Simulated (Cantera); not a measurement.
A Cantera script and what it prints.

```python
import numpy as np
import cantera as ct

gas_names = """
    O2 F2
""".split()
cond_names = """
    Ca(b) CaF2(a) CaO(s)
""".split()


# ... load() reads the species with a 1 bar reference pressure and builds the phases ...
species = {s.name: s for s in load("nasa_gas.yaml", gas_names) + load("nasa_condensed.yaml", cond_names)}
T = 975
g = {n: (s.thermo.h(T) - T * s.thermo.s(T)) / (ct.gas_constant * T * np.log(10)) for n, s in species.items()}
valid = cond_names  # the entries whose range holds T


def stable(la, lb):
    # potentials (over RT ln 10) of the two non-metals from log10 p(O2) and log10 p(F2) in bar
    mu = {}
    mu["O"] = (g["O2"] + la) / 2
    mu["F"] = (g["F2"] + lb) / 2
    cost = {}
    for n in valid:
        c = species[n].composition
        cost[n] = (g[n] - sum(c.get(e, 0) * m for e, m in mu.items())) / c["Ca"]
    return min(cost, key=cost.get)


results = []
for lb in [1, -1.2, -3.4, -5.6, -7.9, -10.1, -12.3, -14.5, -16.7, -18.9, -21.1, -23.4, -25.6, -27.8, -30]:
    row = [stable(la, lb) for la in [-19, -17.6, -16.1, -14.7, -13.3, -11.9, -10.4, -9, -7.6, -6.1, -4.7, -3.3, -1.9, -0.4, 1]]
    results.append(row)
    print(f"{lb:6.1f}  " + " ".join(f"{valid.index(n):x}" for n in row))
print("key: " + ", ".join(f"{i:x} {n}" for i, n in enumerate(valid)))
```

It prints:

```
   1.0  1 1 1 1 1 1 1 1 1 1 1 1 1 1 1
  -1.2  1 1 1 1 1 1 1 1 1 1 1 1 1 1 1
  -3.4  1 1 1 1 1 1 1 1 1 1 1 1 1 1 1
  -5.6  1 1 1 1 1 1 1 1 1 1 1 1 1 1 1
  -7.9  1 1 1 1 1 1 1 1 1 1 1 1 1 1 1
 -10.1  1 1 1 1 1 1 1 1 1 1 1 1 1 1 1
 -12.3  1 1 1 1 1 1 1 1 1 1 1 1 1 1 1
 -14.5  1 1 1 1 1 1 1 1 1 1 1 1 1 1 1
 -16.7  1 1 1 1 1 1 1 1 1 1 1 1 1 1 1
 -18.9  1 1 1 1 1 1 1 1 1 1 1 1 1 1 1
 -21.1  1 1 1 1 1 1 1 1 1 1 1 1 1 1 1
 -23.4  1 1 1 1 1 1 1 1 1 1 1 1 1 1 1
 -25.6  1 1 1 1 1 1 1 1 1 1 1 1 1 1 1
 -27.8  1 1 1 1 1 1 1 1 1 1 1 1 1 1 2
 -30.0  1 1 1 1 1 1 1 1 1 1 1 2 2 2 2
key: 0 Ca(b), 1 CaF2(a), 2 CaO(s)
```

Cantera with NASA thermochemical tables; ideal gases at 1 bar, condensed phases pure. Not in the tables: oxide halides.
